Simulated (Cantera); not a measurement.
Cantera run:

```python
import numpy as np
import cantera as ct

gas_names = [...]  # 109 gases of nasa_gas.yaml made of C, Cl, H, Si
cond_names = """
    C(gr) C6H6(L) C7H8(L) C8H18(L),n-octa Si(cr) Si(L) SiC(b)
""".split()


# ... load() reads the species with a 1 bar reference pressure and builds the phases ...
atoms = {
    'SiH2Cl2': {'Si': 1, 'H': 2, 'CL': 2},
    'C2H4': {'C': 2, 'H': 4},
    'H2': {'H': 2},
}
top_T = {'C(gr)': 4500, 'SiC(b)': 3050}  # K; cautious upper limits of use, not melting points


# ... equilibrate(T, P, feed) seeds the gas with the atoms and calls Mixture.equilibrate('TP', solver="vcs", rtol=1e-11, max_steps=5000) ...
results = []
feed = {'SiH2Cl2': 1, 'C2H4': 0.28, 'H2': 4.9}  # mol
T = 2148  # K
P = 13332.2  # Pa
mix = equilibrate(T, P, feed)
results.append((T, P, feed, dict(zip(mix.species_names, mix.species_moles))))
print(gas.report(threshold=0.0001))
for i in range(1, mix.n_phases):
    print(f"{mix.phase(i).name:16s} {mix.phase_moles(i):12.5e} mol")
```

Result:

```
       temperature   2148 K
          pressure   13332 Pa
           density   0.0095618 kg/m^3
  mean mol. weight   12.809 kg/kmol
   phase of matter   gas

                          1 kg             1 kmol
                     ---------------   ---------------
          enthalpy        3.1903e+06        4.0863e+07  J
   internal energy        1.7959e+06        2.3004e+07  J
           entropy             18237        2.3359e+05  J/K
    Gibbs function       -3.5982e+07       -4.6088e+08  J
 heat capacity c_p            2811.2             36008  J/K
 heat capacity c_v            2162.1             27693  J/K

                      mass frac. Y      mole frac. X     chem. pot. / RT
                     ---------------   ---------------   ---------------
                CL         0.0039947         0.0014433           -24.626
                 H        0.00079212          0.010065           -10.988
               HCL           0.43368           0.15236           -35.615
                H2           0.12239           0.77758           -21.977
                Si         0.0032523         0.0014833           -6.3943
              SiCL            0.0071         0.0014314           -31.021
             SiCL2           0.42201          0.054608           -55.647
             SiCL3         0.0051235        0.00048816           -80.274
               SiH        0.00053247        0.00023443           -17.383
              SiH2        0.00038165         0.0001624           -28.371
     [  +99 minor]        0.00074986        0.00013644

C(gr)             0.00000e+00 mol
Si(L)             0.00000e+00 mol
SiC(b)            5.59183e-01 mol
```

Method: chemical equilibrium by Gibbs-energy minimisation in Cantera with the NASA 1993 tables (ideal gas, pure condensed phases). The tables' values for SiCl, SiCl3 are old estimates; treat these amounts as uncertain. Gases not in the tables: Si2H6 and higher silanes.
